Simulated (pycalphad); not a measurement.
Computed with pycalphad from the COST 507 light-alloy database (1999), at 1 atm. These are 1990s assessments: newer ones move some temperatures and phases. Amounts are mole fractions of atoms.

### Question
Give the equilibrium state of Ti-7.785Hf-0.6854B (wt.%) at 1750 K.

### Answer
```
T = 1750.00 K, P = 101325 Pa, N = 1 mol of atoms
G = -108530 J/mol, H = 43370 J/mol, S = 86.80 J/(mol K)  (SER reference)
chemical potentials (J/mol): Ti -103684, Hf -186244, B -201213
phase             fraction      x(Ti)      x(Hf)       x(B)
BCC_A2              0.9412     0.9751     0.0228     0.0021
BM                  0.0588     0.4978     0.0022     0.5000
```

### Question
Give the equilibrium state of Ti-7.785Hf-0.6854B (wt.%) at 1050 K.

### Answer
```
T = 1050.00 K, P = 101325 Pa, N = 1 mol of atoms
G = -53342 J/mol, H = 17170 J/mol, S = 67.15 J/(mol K)  (SER reference)
chemical potentials (J/mol): Ti -48308, Hf -91754, B -178730
phase             fraction      x(Ti)      x(Hf)       x(B)
HCP_A3              0.9396     0.9758     0.0229     0.0013
BM                  0.0604     0.4985     0.0015     0.5000
```

Database names, with the compositions (at.%) that they take in these runs: BM: Ti 50 B 50. BCC_A2 is bcc; HCP_A3 is hcp.
